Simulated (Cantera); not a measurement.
**Reactions in the system H-N-O**

Cantera with NASA thermochemical tables; ideal gases at 1 bar, condensed phases pure. Values are per mole of reaction as written; species without (g) are pure solids or liquids, kept so even where they would boil at 1 bar.

2 H₂O₂(g) ⇌ 2 H₂O(g) + O₂(g)

| T (K) | ΔH° (kJ) | ΔS° (J/K) | ΔG° (kJ) | log10 K |
|---|---|---|---|---|
| 973 | -211.8 | 114.6 | -323.3 | 17.36 |
| 1123 | -213.0 | 113.5 | -340.4 | 15.83 |
| 1273 | -214.1 | 112.5 | -357.4 | 14.66 |
| 1423 | -215.3 | 111.7 | -374.2 | 13.74 |
| 1573 | -216.4 | 110.9 | -390.9 | 12.98 |
| 1723 | -217.5 | 110.3 | -407.5 | 12.35 |
| 1873 | -218.6 | 109.7 | -424.0 | 11.82 |
| 2023 | -219.6 | 109.2 | -440.4 | 11.37 |
| 2173 | -220.5 | 108.7 | -456.7 | 10.98 |
| 2323 | -221.4 | 108.3 | -473.0 | 10.64 |

O(g) + N(g) ⇌ NO(g)

```tsv
T (K)	ΔH° (kJ)	ΔS° (J/K)	ΔG° (kJ)	log10 K
973	-637.6	-116.5	-524.2	28.14
1123	-638.7	-117.6	-506.7	23.57
1273	-639.8	-118.4	-489.0	20.06
1423	-640.7	-119.2	-471.2	17.29
1573	-641.6	-119.8	-453.2	15.05
1723	-642.4	-120.3	-435.2	13.19
1873	-643.2	-120.7	-417.2	11.63
2023	-644.0	-121.1	-399.0	10.30
2173	-644.7	-121.4	-380.8	9.15
2323	-645.4	-121.7	-362.6	8.15
```
